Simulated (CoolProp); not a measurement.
A simple Rankine cycle with n-perfluorohexane: condensing at 320.15 K, boiler at 1.38 MPa, turbine inlet 438 K, turbine efficiency 0.9, pump efficiency 0.6, no recuperator. Each further row changes one setting.

Model: reference Helmholtz-energy equation of state, Gao 2022, in CoolProp.

```json
[
 {"case": "as stated", "thermal efficiency (%)": "12.4", "net work (kJ/kg)": "21.9", "heat in (kJ/kg)": "177", "turbine exit temperature (K)": "…", "volume ratio over the turbine": "31.8"},
 {"case": "condensing temperature 312.15 K", "thermal efficiency (%)": "13.2", "net work (kJ/kg)": "24.4", "heat in (kJ/kg)": "…", "turbine exit temperature (K)": "391.6", "volume ratio over the turbine": "…"},
 {"case": "boiler pressure 0.966 MPa", "thermal efficiency (%)": "…", "net work (kJ/kg)": "21.0", "heat in (kJ/kg)": "…", "turbine exit temperature (K)": "405.5", "volume ratio over the turbine": "…"},
 {"case": "turbine efficiency 0.8", "thermal efficiency (%)": "10.9", "net work (kJ/kg)": "19.3", "heat in (kJ/kg)": "177", "turbine exit temperature (K)": "397.2", "volume ratio over the turbine": "32.0"}
]
```

Some entries are withheld; supply them.


- as stated, turbine exit temperature (K): 394.5
- condensing temperature 312.15 K, heat in (kJ/kg): 185
- condensing temperature 312.15 K, volume ratio over the turbine: 43.0
- boiler pressure 0.966 MPa, thermal efficiency (%): 11.3
- boiler pressure 0.966 MPa, heat in (kJ/kg): 186
- boiler pressure 0.966 MPa, volume ratio over the turbine: 16.7
